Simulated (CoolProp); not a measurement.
Vapour-liquid equilibrium of ethylene (1) + 1-butene (2) at 0.0283 MPa; x and y are mole fractions of (1).

Model: multi-fluid Helmholtz-energy mixture model, Smukala 2000 and Lemmon 2005; pair parameters Bell 2016, in CoolProp.

```json
[
 {"x": "0.05", "bubble temperature, mixture model (°C)": "-70.9", "bubble temperature, Raoult's law (°C)": "-70.6", "y, mixture model": "0.894", "y, Raoult's law": "0.893"},
 {"x": "0.125", "bubble temperature, mixture model (°C)": "-90.3", "bubble temperature, Raoult's law (°C)": "-89.2", "y, mixture model": "0.980", "y, Raoult's law": "0.979"},
 {"x": "0.2", "bubble temperature, mixture model (°C)": "-99.1", "bubble temperature, Raoult's law (°C)": "-98.0", "y, mixture model": "0.992", "y, Raoult's law": "0.992"},
 {"x": "0.275", "bubble temperature, mixture model (°C)": "-104.5", "bubble temperature, Raoult's law (°C)": "-103.6", "y, mixture model": "0.996", "y, Raoult's law": "0.996"},
 {"x": "0.35", "bubble temperature, mixture model (°C)": "-108.4", "bubble temperature, Raoult's law (°C)": "-107.5", "y, mixture model": "0.998", "y, Raoult's law": "0.998"},
 {"x": "0.425", "bubble temperature, mixture model (°C)": "-111.3", "bubble temperature, Raoult's law (°C)": "-110.6", "y, mixture model": "0.999", "y, Raoult's law": "0.999"},
 {"x": "0.5", "bubble temperature, mixture model (°C)": "-113.6", "bubble temperature, Raoult's law (°C)": "-113.1", "y, mixture model": "0.999", "y, Raoult's law": "0.999"},
 {"x": "0.575", "bubble temperature, mixture model (°C)": "-115.6", "bubble temperature, Raoult's law (°C)": "-115.1", "y, mixture model": "0.999", "y, Raoult's law": "0.999"},
 {"x": "0.65", "bubble temperature, mixture model (°C)": "-117.2", "bubble temperature, Raoult's law (°C)": "-116.9", "y, mixture model": "1.000", "y, Raoult's law": "1.000"},
 {"x": "0.725", "bubble temperature, mixture model (°C)": "-118.6", "bubble temperature, Raoult's law (°C)": "-118.4", "y, mixture model": "1.000", "y, Raoult's law": "1.000"},
 {"x": "0.8", "bubble temperature, mixture model (°C)": "-119.9", "bubble temperature, Raoult's law (°C)": "-119.8", "y, mixture model": "1.000", "y, Raoult's law": "1.000"},
 {"x": "0.875", "bubble temperature, mixture model (°C)": "-121.0", "bubble temperature, Raoult's law (°C)": "-121.0", "y, mixture model": "1.000", "y, Raoult's law": "1.000"},
 {"x": "0.95", "bubble temperature, mixture model (°C)": "-122.1", "bubble temperature, Raoult's law (°C)": "-122.1", "y, mixture model": "1.000", "y, Raoult's law": "1.000"}
]
```

The largest gap from Raoult's law is -1.1 K in bubble temperature, at x = 0.2. No azeotrope shows between x = 0.05 and 0.95.

The pair parameters rest on a limited set of measurements; away from them the model extrapolates.
